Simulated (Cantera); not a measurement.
A Cantera script and its output.

```python
import numpy as np
import cantera as ct

gas = ct.Solution("gri30.yaml")
gas.TPX = 1398, 10000, {'CH4': 1, 'CO2': 0.48}
reactor = ct.IdealGasConstPressureReactor(gas, energy="off", clone=False)
net = ct.ReactorNet([reactor])
net.rtol, net.atol = 1e-08, 1e-18
show = ['CH4', 'CO2', 'CH2O', 'C2H2', 'O2', 'H2O']
times = np.geomspace(0.0002, 70, 9)

steps = ct.SolutionArray(gas, extra=["t"])
rows = []
print(f"{'t/s':>10s}{'T/K':>9s}{'P/Pa':>11s}" + "".join(f"{s:>11s}" for s in show))
for t in times:
    while net.time < t:
        t_next = net.step()
        steps.append(gas.state, t=t_next)
    rows.append([np.interp(t, steps.t, y) for y in (steps.T, steps.P, *steps(*show).X.T)])
    print(f"{t:10.3e}{rows[-1][0]:9.1f}{rows[-1][1]:11.4g}" + "".join(f"{x:11.3e}" for x in rows[-1][2:]))
rate = np.gradient(steps.T, steps.t)
print("integrator steps:", len(steps.t))
if steps.T.max() > steps.T[0] + 200:
    print(f"time of steepest temperature rise: {steps.t[rate.argmax()]:.4e} s")
gas.TPX = 1398, 10000, {'CH4': 1, 'CO2': 0.48}
gas.equilibrate("TP")
print(f"equilibrium (TP): T = {gas.T:.1f} K  " + "  ".join(f"{s} {gas[s].X[0]:.3e}" for s in show))
```

Result:

```
       t/s      T/K       P/Pa        CH4        CO2       CH2O       C2H2         O2        H2O
 2.000e-04   1398.0      1e+04  6.757e-01  3.243e-01  1.239e-12  2.481e-15  5.201e-21  4.605e-09
 9.864e-04   1398.0      1e+04  6.757e-01  3.243e-01  1.246e-10  1.889e-12  4.224e-20  2.294e-08
 4.865e-03   1398.0      1e+04  6.756e-01  3.243e-01  1.174e-08  1.378e-09  2.568e-19  1.221e-07
 2.399e-02   1398.0      1e+04  6.753e-01  3.243e-01  2.922e-07  3.827e-07  1.529e-18  8.676e-07
 1.183e-01   1398.0      1e+04  6.730e-01  3.241e-01  1.668e-06  4.468e-05  1.428e-17  1.045e-05
 5.835e-01   1398.0      1e+04  6.538e-01  3.208e-01  2.154e-06  2.844e-03  3.453e-16  2.962e-04
 2.878e+00   1398.0      1e+04  5.693e-01  2.979e-01  1.354e-06  2.807e-02  6.410e-15  6.514e-03
 1.419e+01   1398.0      1e+04  3.596e-01  1.954e-01  5.538e-07  9.082e-02  3.640e-14  6.689e-02
 7.000e+01   1398.0      1e+04  1.012e-01  4.075e-02  9.146e-08  1.535e-01  2.893e-14  1.495e-01
integrator steps: 1355
equilibrium (TP): T = 1398.0 K  CH4 3.088e-02  CO2 8.481e-08  CH2O 8.478e-09  C2H2 7.201e-02  O2 5.812e-25  H2O 3.051e-07
```

Cantera simulation using GRI-Mech 3.0 (53 species, 325 reactions); the numbers are that mechanism's predictions, not measurements. GRI-Mech 3.0 stops at C3 and has no aromatics, soot or wall deposition, so with more carbon than oxygen in the feed, carbon stays in small species such as C2H2 where larger ones or solid carbon would form.
